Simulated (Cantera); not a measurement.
Charge: 1 mol FeS2, 0.051 mol SO3, 2.6 mol O2, held at 1 atm.

Method: chemical equilibrium by Gibbs-energy minimisation in Cantera with the NASA 1993 tables (ideal gas, pure condensed phases). Candidate condensed phases: Fe, FeO, FeS, FeSO4, FeS2, Fe2O3, Fe2(SO4)3, Fe3O4, S; 12 gas species. Rates play no part. All values below are at 1350 K.

Base state: SO2 0.989, S2 0.00881, S2O 0.00148, SO 0.000885 (mole fractions); condensed: Fe3O4(s).

What changes in the equilibrium state with this change: O2 from 2.6 to 0.15 mol?


```json
[
 {"species": "S2", "before": "0.00881", "after": "0.632"},
 {"species": "SO2", "before": "0.989", "after": "0.345"},
 {"species": "S2O", "before": "0.00148", "after": "0.0216"},
 {"species": "SO", "before": "0.000885", "after": "0.00152"},
 {"species": "Fe3O4(s), mol", "before": "0.333", "after": "0"},
 {"species": "FeS(s), mol", "before": "0", "after": "1.00"}
]
```
FeS: taken at fixed stoichiometry.

What changes in the equilibrium state with this change: pressure from 1 atm to 10.0 mbar?


```tsv
species	before	after
SO2	0.989	0.988
S2	0.00881	0.00906
SO	0.000885	0.00283
S2O	0.00148	0.000477
Fe3O4(s), mol	0.333	0.333
```
